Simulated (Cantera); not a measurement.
An isothermal plug-flow reactor at 898 K and 0.400 bar (inlet), inlet velocity 0.46 m/s, active area per volume 5400 1/m; feed CH4 : O2 : N2 = 0.0053 : 0.05 : 0.79 (molar parts).

Detailed kinetics in Cantera: Deutschmann's 1995 Pt surface mechanism with GRI-Mech 3.0 gas chemistry. Catalytic surfaces can have several steady states; this one follows from the mechanism file's or the stated starting coverage. Mass transfer to the wall is taken as infinitely fast.

Task: What does this change do: temperature 898 to 1298 K?

Result: 
```
quantity                  before     after
----------------------  --------  --------
x(CH4) at z = 0.0074 m  0.000161  1.13e-10
x(O2) at z = 0.0074 m     0.0469    0.0466
x(H2O) at z = 0.0074 m    0.0122    0.0125
x(CO2) at z = 0.0074 m   0.00611   0.00626
x(CO) at z = 0.0074 m    5.60e-8  2.57e-10
θ(free Pt) at the exit     0.165     0.645
θ(O*) at the exit          0.833     0.355
```

Task: What does this change do: area per volume 5400 to 1600 1/m?

Result: 
| quantity | before | after |
|---|---|---|
| x(CH4) at z = 0.0074 m | 0.000161 | 0.00222 |
| x(O2) at z = 0.0074 m | 0.0469 | 0.0510 |
| x(H2O) at z = 0.0074 m | 0.0122 | 0.00811 |
| x(CO2) at z = 0.0074 m | 0.00611 | 0.00405 |
| x(CO) at z = 0.0074 m | 5.60e-8 | 7.62e-7 |
| θ(free Pt) at the exit | 0.165 | 0.162 |
| θ(O*) at the exit | 0.833 | 0.836 |
| θ(OH*) at the exit | 0.00173 | 0.00140 |
